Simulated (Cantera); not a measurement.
**Silicon epitaxy and polysilicon growth: Si2H6 + HCl + N2**

Charge: 1 mol Si2H6, 0.026 mol HCl, 5.7 mol N2, at 1148 K and 1.33 mbar.

Equilibrium computed with Cantera from the NASA thermochemical tables; the gas is ideal and each condensed phase is pure. Candidate condensed phases: NH4Cl, Si, Si3N4; 28 gas species. The feed counts by its element totals alone. N2 is the only nitrogen source here; it is nearly inert below about 1500 K, so the nitride shown seldom forms there in practice. The numbers say what is thermodynamically allowed, not how fast it happens.

The x(N2) comes out as 0.591 and the x(H2) is 0.406. The x(HCl) is 0.00352 and the x(H) is 1.25e-6. The n(Si3N4(s)) comes out as 0.667 mol, the gas amount is 7.393 mol and the log10 activity of Si(s) (absent) comes out as -3.45.
